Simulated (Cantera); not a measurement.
Input: 1 mol SiC, 0.012 mol CO2, 61 mol H2, at 948.15 K and 0.00190 bar.

These are equilibrium values from Cantera (NASA tables, ideal gas, pure condensed phases), not measurements of a reactor. Candidate condensed phases: C, C6H6, C7H8, C8H18, H2O, Si, SiC, SiO2; 123 gas species. Rates play no part.

Base state: H2 1.000, CH4 0.000325 (mole fractions); condensed: C(graphite) + SiC(s) + SiO2(β-quartz).

Question: What changes in the equilibrium state with this change: SiC replaced by Si?

Answer: 
```json
[
 {"species": "H2", "before": "1.000", "after": "1.00"},
 {"species": "CH4", "before": "0.000325", "after": "7.85e-8"},
 {"species": "C(graphite), mol", "before": "0.00335", "after": "0"},
 {"species": "SiC(s), mol", "before": "0.988", "after": "0.0120"},
 {"species": "SiO2(β-quartz), mol", "before": "0.0117", "after": "0.0120"},
 {"species": "Si(s), mol", "before": "0", "after": "0.976"}
]
```
